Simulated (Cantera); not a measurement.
Input: 1 mol SiC, 0.34 mol O2, 340 mol H2, held at 1327 °C.

Cantera equilibrium calculation (NASA polynomials, part measured and part estimated; ideal gas, pure solids and liquids). Candidate condensed phases: C, C6H6, C7H8, C8H18, H2O, Si, SiC, SiO2; 123 gas species. Mutual solubility and eutectic melting of coexisting phases are not modelled. The tables hold silica as quartz up to 1696 K and as liquid above; real silica turns to tridymite and cristobalite and melts near 1996 K. Kinetics and transport are ignored.

Task: What share of the Si ends up in condensed phases as a function of P (Pa), at 0.100, 0.750, 5.60, 42, 320, 2400, 18000, 130000, 1000000?

Result: 
```
P (Pa)   Si condensed (%)                       as
-------  ----------------  -----------------------
0.100                31.8                   SiC(s)
0.750                44.6                   SiC(s)
5.60                 60.9                   SiC(s)
42                   65.2                   SiC(s)
320                  65.9                   SiC(s)
2400                 65.9                   SiC(s)
18000                65.8                   SiC(s)
130000               66.4  SiC(s) + SiO2(β-quartz)
1000000              95.6  SiC(s) + SiO2(β-quartz)
```
